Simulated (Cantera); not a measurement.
Input: 1 mol B, 0.42 mol N2, 0.11 mol H2, 3.4 mol H2O, held at 21.0 mbar.

Method: chemical equilibrium by Gibbs-energy minimisation in Cantera with the NASA 1993 tables (ideal gas, pure condensed phases). Candidate condensed phases: B, BN, B2O3, B3O3H3, H2O; 39 gas species. Gases not in the tables: H3BO3. Equilibrium is a limit: real reactors are often held back by kinetics, nucleation or transport. All values below are at 1475 K.

Base state: H2O 0.419, H2 0.392, N2 0.102, HBO2 0.0864, B2O3 0.000614, (HBO2)3 0.000194, H 5.60e-5, HBO 3.77e-5 (mole fractions); condensed: B2O3(l).

Q: What changes in the equilibrium state with this change: H2O from 3.4 to 0.17 mol?

A: 
```json
[
 {"species": "H2", "before": "0.392", "after": "0.977"},
 {"species": "HBO", "before": "3.77e-5", "after": "0.0185"},
 {"species": "B2O2", "before": "2.90e-8", "after": "0.00280"},
 {"species": "H2O", "before": "0.419", "after": "1.08e-5"},
 {"species": "N2", "before": "0.102", "after": "1.32e-7"},
 {"species": "HBO2", "before": "0.0864", "after": "0.000439"},
 {"species": "B3O3H3", "before": "<1e-9", "after": "0.000967"},
 {"species": "(HBO2)3", "before": "0.000194", "after": "<1e-9"},
 {"species": "BO", "before": "1.46e-7", "after": "4.54e-5"},
 {"species": "H", "before": "5.60e-5", "after": "8.84e-5"},
 {"species": "B2O3(l), mol", "before": "0.319", "after": "0.0539"},
 {"species": "B(s), mol", "before": "0", "after": "0.0441"},
 {"species": "BN(s), mol", "before": "0", "after": "0.840"}
]
```
N2 is the only nitrogen source here; it is nearly inert below about 1500 K, so the nitride shown seldom forms there in practice. Mutual solubility and eutectic melting of coexisting phases are not modelled.
